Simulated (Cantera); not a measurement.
Input: 1 mol PbO, a varied amount of H2, at 0.0100 bar.

Equilibrium computed with Cantera from the NASA thermochemical tables; the gas is ideal and each condensed phase is pure. Candidate condensed phases: H2O, Pb, PbO, PbO2, Pb3O4; 12 gas species. Each liquid is taken as pure. Mutual solubility and eutectic melting of coexisting phases are not modelled. Rates play no part.

Stable condensed phases, one row left out:

```
T in K \ n(H2) in mol
          0.1 0.17 0.29 0.48 0.79  1.3  2.2  3.6  6.1   10   17   28
   1350     A    A    A    A    A    B    B    B    B    B    B    B
   1200     C    C    C    C    C    D    D    D    D    D    B    B
   1125     C    C    C    C    C    D    D    D    D    D    D    D
   1050     C    C    C    C    C    D    D    D    D    D    D    D
    975     C    C    C    C    C    D    D    D    D    D    D    D
    900     C    C    C    C    C    D    D    D    D    D    D    D
    825     C    C    C    C    C    D    D    D    D    D    D    D
    750     C    C    C    C    C    D    D    D    D    D    D    D
    675     C    C    C    C    C    D    D    D    D    D    D    D
    600     C    C    C    C    C    D    D    D    D    D    D    D
    525     C    C    C    C    C    D    D    D    D    D    D    D
    450     C    C    C    C    C    D    D    D    D    D    D    D
```

A: PbO; B: gas only; C: Pb + PbO; D: Pb.

### Question
Give the row for 1275 K.

### Answer
0.1: Pb + PbO; 0.17: Pb + PbO; 0.29: Pb + PbO; 0.48: Pb + PbO; 0.79: Pb + PbO; 1.3: Pb; 2.2: Pb; 3.6: Pb; 6.1: gas only; 10: gas only; 17: gas only; 28: gas only.
